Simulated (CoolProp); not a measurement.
Carbonyl sulfide at 376.95 K and 9.71 MPa is throttled through a valve to 4.53 MPa with no heat exchange. Each further row changes one setting.

Computed with CoolProp (reference Helmholtz-energy equation of state, Lemmon 2006). It is a short technical equation, of lower accuracy than the large ones.

| case | temperature change (K) | final phase | final density (kg/m³) |
|---|---|---|---|
| as stated | -18.0 | two-phase, vapour fraction 0.152 | 480 |
| outlet pressure 1.36 MPa | -76.4 | two-phase, vapour fraction 0.477 | 79.3 |
| outlet pressure 5.89 MPa | -7.0 | liquid | 690 |
